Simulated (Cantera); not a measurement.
Input (Python, Cantera) and output of one run.

```python
import numpy as np
import cantera as ct

gas_names = """
    I I2 Mg MgI MgI2 MgO Mg2 O O2 O3
""".split()
cond_names = """
    I2(cr) I2(L) Mg(cr) Mg(L) MgI2(s) MgI2(L) MgO(s) MgO(L)
""".split()


# ... load() reads the species with a 1 bar reference pressure and builds the phases ...
atoms = {
    'MgO': {'Mg': 1, 'O': 1},
    'I2': {'I': 2},
    'O2': {'O': 2},
}
top_T = {}  # K; cautious upper limits of use, not melting points


# ... equilibrate(T, P, feed) seeds the gas with the atoms and calls Mixture.equilibrate('TP', solver="vcs", rtol=1e-11, max_steps=5000) ...
results = []
feed = {'MgO': 1, 'I2': 0.76, 'O2': 0.14}  # mol
T = 775  # K
P = 101325  # Pa
mix = equilibrate(T, P, feed)
results.append((T, P, feed, dict(zip(mix.species_names, mix.species_moles))))
x = sorted(zip(gas.X, gas.species_names), reverse=True)
print(f"T = {T:g} K  P = {P:g} Pa  gas = {mix.phase_moles(0):.4g} mol")
print("   x: " + "  ".join(f"{s} {v:.3e}" for v, s in x if v > 0.001))
print("   condensed (mol): " + ("  ".join(f"{mix.phase(i).name} {mix.phase_moles(i):.4g}"
      for i in range(1, mix.n_phases) if mix.phase_moles(i) > 1e-12) or "none"))
```

Result:

```
T = 775 K  P = 101325 Pa  gas = 0.9016 mol
   x: I2 8.412e-01  O2 1.553e-01  I 3.472e-03
   condensed (mol): MgO(s) 1
```

Method: chemical equilibrium by Gibbs-energy minimisation in Cantera with the NASA 1993 tables (ideal gas, pure condensed phases).
